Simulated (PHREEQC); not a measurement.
# Nickel, zinc or cadmium bath: an equilibrium model

Solution (45 °C): 0.11 mol/kgw CdCl2, 0.00035 mol/kgw NaCl and 0.064 mol/kgw MnSO4. Closed to the air; pH follows from the charge balance.

Computed with PHREEQC (ion-association model, phreeqc.dat).

Each row changes one thing in this solution. No solid was allowed to form.

```csv
case,pH,ionic strength (mol/kgw),Cl- (mol/kgw),CdCl+ (mol/kgw),Mn+2 (mol/kgw),SO4-2 (mol/kgw),SI of Halite (NaCl)
as made,5.48,0.272,0.120,0.0604,0.0396,0.0280,-6.28
diluted 5-fold with water,5.70,0.0701,0.0316,0.0101,0.00947,0.00681,[?]
NaCl from 0.00035 to 0.0007 mol/kgw,5.48,0.273,0.120,0.0604,0.0396,0.0280,-5.98
temperature from 45 to 15 °C,[?],0.290,0.122,0.0603,0.0435,0.0307,-6.24
temperature from 45 to 10 °C,5.61,0.293,0.123,0.0603,0.0442,0.0312,-6.23
temperature from 45 to 75 °C,5.39,[?],[?],0.0602,0.0365,0.0260,-6.33
```

Some entries are withheld; supply them.


- diluted 5-fold with water, SI of Halite (NaCl): -7.45
- temperature from 45 to 15 °C, pH: 5.58
- temperature from 45 to 75 °C, ionic strength (mol/kgw): 0.260
- temperature from 45 to 75 °C, Cl- (mol/kgw): 0.117

At this temperature some constants are extrapolated from 25 °C, and those without enthalpy data are left unchanged.
